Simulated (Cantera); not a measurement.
Input: 1 mol CuO, 4.8 mol CH4, 1.8 mol N2, at 1950 K and 1.00 Torr.

Method: chemical equilibrium by Gibbs-energy minimisation in Cantera with the NASA 1993 tables (ideal gas, pure condensed phases). Candidate condensed phases: C, C6H6, C7H8, C8H18, Cu, CuO, Cu(OH)2, Cu2O, H2O; 139 gas species. Equilibrium is a limit: real reactors are often held back by kinetics, nucleation or transport.

Base state: H2 0.692, N2 0.131, CO 0.0737, Cu 0.0736, H 0.0261, HCN 0.00362, C2H2 (acetylene) 0.000378, HNC 0.000188 (mole fractions); condensed: C(graphite).

Q: What changes in the equilibrium state with this change: pressure from 1.00 Torr to 750 Torr?

A: 
| species | before | after |
|---|---|---|
| H2 | 0.692 | 0.768 |
| N2 | 0.131 | 0.143 |
| CO | 0.0737 | 0.0804 |
| Cu | 0.0736 | 0.00267 |
| H | 0.0261 | 0.00100 |
| CH4 | 3.10e-7 | 0.000287 |
| C2H2 (acetylene) | 0.000378 | 0.000420 |
| HNC | 0.000188 | 0.000207 |
| C(graphite), mol | 3.74 | 3.73 |
| Cu(l), mol | 0 | 0.967 |

Q: What changes in the equilibrium state with this change: pressure from 1.00 Torr to 69.0 Torr?

A: 
```csv
species,before,after
H2,0.692,0.746
N2,0.131,0.139
CO,0.0737,0.0782
Cu,0.0736,0.0290
H,0.0261,0.00326
CH4,3.10e-7,2.49e-5
Cu2,9.38e-6,0.000101
"C(graphite), mol",3.74,3.74
"Cu(l), mol",0,0.626
```
